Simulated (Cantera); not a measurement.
An isothermal, constant-pressure homogeneous reactor starts with 78.7 % NH3, 21.3 % N2, at 1873 K and 101000 Pa.

Model: the gas-phase N/H chemistry of the illustrative SiF4/NH3 mechanism in the Surface Chemkin manual (1991), integrated in Cantera. Walls and surfaces, which speed up NH3 decomposition in real reactors, are not modelled.

One state of this run: x NH3 = 0.658; x H2 = 0.108; x N2 = 0.233; x N = 1.28e-7; x N2H2 = 2.38e-6. x: mole fraction; the columns are a selection and need not sum to one.

**Question.** Which value of t (s) does it belong to?
A. 0.0452
B. 0.00204
C. 0.0208
D. 0.00443

**Answer.** C, 0.0208
